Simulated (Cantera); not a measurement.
A closed system holds: 1 mol Si3N4, a varied amount of O2, 170 mol H2, at 0.400 Pa.

Cantera equilibrium calculation (NASA polynomials, part measured and part estimated; ideal gas, pure solids and liquids). Candidate condensed phases: H2O, Si, SiO2, Si2N2O, Si3N4; 35 gas species. Mutual solubility and eutectic melting of coexisting phases are not modelled. Equilibrium is a limit: real reactors are often held back by kinetics, nucleation or transport.

Problem. What condenses at these points (T in K, n(O2) in mol): (1423, 0.65); (1348, 0.44); (1298, 0.65); (1448, 0.65); (1498, 0.36); (1573, 0.51)?

Solution. 
```tsv
T (K)	n(O2) in mol	condensed phases	Si condensed (%)
1423	0.65	Si	54.4
1348	0.44	Si	70.4
1298	0.65	Si + Si2N2O	56.8
1448	0.65	Si	52.4
1498	0.36	Si	61.3
1573	0.51	gas only	0.0
```
